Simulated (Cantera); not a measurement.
A Cantera script and its output.

```python
import numpy as np
import cantera as ct

gas = ct.Solution("gri30.yaml")
gas.TPX = 575, 76000, {'CH4': 1, 'O2': 1.43, 'N2': 15.7}
inlet = ct.Reservoir(gas, clone=True)
gas.equilibrate("HP")  # start burning
reactor = ct.IdealGasConstPressureReactor(gas, energy="on", clone=False)
exhaust = ct.Reservoir(gas, clone=True)
tau = [0.18, 0.087, 0.043, 0.021, 0.01, 0.0049, 0.0024, 0.0012, 0.00057, 0.00028, 0.00014, 6.7e-05, 3.3e-05][0]
for a, b in ((inlet, reactor), (reactor, exhaust)):
    ct.MassFlowController(a, b, mdot=lambda t: reactor.mass / tau)
net = ct.ReactorNet([reactor])
show = ['CH4', 'O2', 'CH2CO', 'C2H6', 'NO2', 'HO2']

rows = []
print(f"{'tau/s':>10s}{'T/K':>9s}" + "".join(f"{s:>11s}" for s in show))
for tau in [0.18, 0.087, 0.043, 0.021, 0.01, 0.0049, 0.0024, 0.0012, 0.00057, 0.00028, 0.00014, 6.7e-05, 3.3e-05]:
    net.initial_time = 0.0
    net.advance(30 * tau)
    before = gas.X
    net.advance(40 * tau)
    drift = np.max(np.abs(gas.X - before) / (gas.X + 1e-9))
    rows.append([gas.T, *gas[show].X, drift])
    print(f"{tau:10.3e}{gas.T:9.1f}" + "".join(f"{x:11.3e}" for x in gas[show].X))
```

It prints:

```
     tau/s      T/K        CH4         O2      CH2CO       C2H6        NO2        HO2
 1.800e-01   1324.5  4.973e-03  5.864e-03  7.247e-05  1.430e-04  3.575e-11  1.750e-06
 8.700e-02    575.0  5.516e-02  7.887e-02 -9.458e-19 -4.399e-18 -8.313e-23  1.748e-16
 4.300e-02    575.0  5.516e-02  7.887e-02 -1.593e-21 -7.407e-21 -1.400e-25  8.657e-17
 2.100e-02    575.0  5.516e-02  7.887e-02 -9.031e-24 -4.190e-23 -7.937e-28  4.246e-17
 1.000e-02    575.0  5.516e-02  7.887e-02 -2.924e-26 -1.185e-25 -2.570e-30  2.017e-17
 4.900e-03    575.0  5.516e-02  7.887e-02 -9.323e-28 -2.518e-28 -8.194e-32  1.018e-17
 2.400e-03    575.0  5.516e-02  7.887e-02 -4.425e-29  5.643e-28 -3.889e-33  5.078e-18
 1.200e-03    575.0  5.516e-02  7.887e-02 -2.628e-30  1.169e-28 -2.309e-34  2.570e-18
 5.700e-04    575.0  5.516e-02  7.887e-02 -1.660e-31  1.858e-29 -1.459e-35  1.236e-18
 2.800e-04    575.0  5.516e-02  7.887e-02 -1.048e-32  2.422e-30 -9.215e-37  6.053e-19
 1.400e-04    575.0  5.516e-02  7.887e-02 -6.622e-34  3.002e-31 -5.821e-38  3.019e-19
 6.700e-05    575.0  5.516e-02  7.887e-02 -4.183e-35  3.709e-32 -3.677e-39  1.452e-19
 3.300e-05    575.0  5.516e-02  7.887e-02 -2.642e-36  4.371e-33 -2.322e-40  7.132e-20
```

Detailed kinetics in Cantera: GRI-Mech 3.0 (53 species, 325 reactions).
